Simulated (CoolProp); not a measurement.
The numbers come from the reference Helmholtz-energy equation of state, Akasaka 2019 in CoolProp.

Question: Give the vapour pressure (kPa), enthalpy of vaporisation (kJ/kg), vapour Z, surface tension (mN/m) of saturated R1234ze(Z) at 336.8, 352 K.

Answer: 
| T (K) | p (kPa) | enthalpy of vaporisation (kJ/kg) | vapour Z | surface tension (mN/m) |
|---|---|---|---|---|
| 336.8 | 570 | 179 | 0.842 | 8.15 |
| 352 | 836 | 166 | 0.795 | 6.44 |

Surface tension comes from a separate correlation (Kondou 2015).
